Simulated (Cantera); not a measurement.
Stirred combustor or abatement burner

A perfectly stirred reactor is fed with H₂ : O₂ : N₂ = 1 : 1.04 : 3.92 (molar parts), at 100000 Pa; it is adiabatic with a 400 K inlet, and is followed from long to short residence time, starting on the burning branch (τ in s: 0.06, 0.028, 0.013, 0.0059, 0.0027, 0.0013, 0.00058, 0.00027, 0.00012, 5.7e-05, 2.7e-05, 1.2e-05, 5.7e-06).

Cantera simulation using the H2/O2 subset of GRI-Mech 3.0, which has no nitrogen chemistry; the numbers are that mechanism's predictions, not measurements.

```csv
τ (s),T (K),x H₂,x O₂,x O,x H₂O₂,x OH,x HO₂
0.060,1680,0.000218,0.0985,0.000185,1.86e-7,0.00141,3.11e-6
0.028,1676,0.000362,0.0984,0.000308,2.59e-7,0.00180,4.89e-6
0.013,1671,0.000600,0.0983,0.000513,3.57e-7,0.00230,7.63e-6
0.0059,1662,0.00101,0.0981,0.000861,4.95e-7,0.00292,1.18e-5
0.0027,1648,0.00166,0.0980,0.00142,6.86e-7,0.00365,1.77e-5
0.0013,1627,0.00263,0.0978,0.00221,9.43e-7,0.00440,2.49e-5
0.00058,1592,0.00431,0.0979,0.00347,1.39e-6,0.00520,3.46e-5
0.00027,1542,0.00684,0.0984,0.00500,2.12e-6,0.00574,4.54e-5
0.00012,1463,0.0114,0.100,0.00660,3.63e-6,0.00583,5.90e-5
5.7e-5,1356,0.0208,0.105,0.00698,6.40e-6,0.00517,7.69e-5
2.7e-5,400,0.168,0.174,<1e-12,<1e-12,<1e-12,<1e-12
1.2e-5,400,0.168,0.174,<1e-12,<1e-12,<1e-12,<1e-12
5.7e-6,400,0.168,0.174,<1e-12,<1e-12,<1e-12,<1e-12
```
x: mole fraction; the columns are a selection and need not sum to one.
